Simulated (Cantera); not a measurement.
Charge: 1 mol MgO, a varied amount of C, 2.4 mol CO, at 2098 K and 130 Pa.

Equilibrium computed with Cantera from the NASA thermochemical tables; the gas is ideal and each condensed phase is pure. Candidate condensed phases: C, Mg, MgCO₃, MgO; 15 gas species. The numbers say what is thermodynamically allowed, not how fast it happens.

log p: log10 of the partial pressure in bar; n: condensed amount in mol.

```csv
n(C) (mol),log p CO,log p Mg,log p CO₂,log p O,n C(graphite)
0.98,-3.00,-3.53,-5.23,-7.63,(withheld)
1.5,-3.00,-3.53,-10.78,-13.19,(withheld)
2.1,-3.00,-3.53,-10.78,-13.19,(withheld)
2.6,-3.00,-3.53,-10.78,-13.19,(withheld)
3.2,-3.00,-3.53,-10.78,-13.19,(withheld)
3.8,-3.00,-3.53,-10.78,-13.19,(withheld)
4.3,-3.00,-3.53,-10.78,-13.19,(withheld)
4.9,-3.00,-3.53,-10.78,-13.19,(withheld)
```

### Question
Fill in the missing entries.

### Answer

- 0.98, n C(graphite): 0
- 1.5, n C(graphite): 0.500
- 2.1, n C(graphite): 1.10
- 2.6, n C(graphite): 1.60
- 3.2, n C(graphite): 2.20
- 3.8, n C(graphite): 2.80
- 4.3, n C(graphite): 3.30
- 4.9, n C(graphite): 3.90
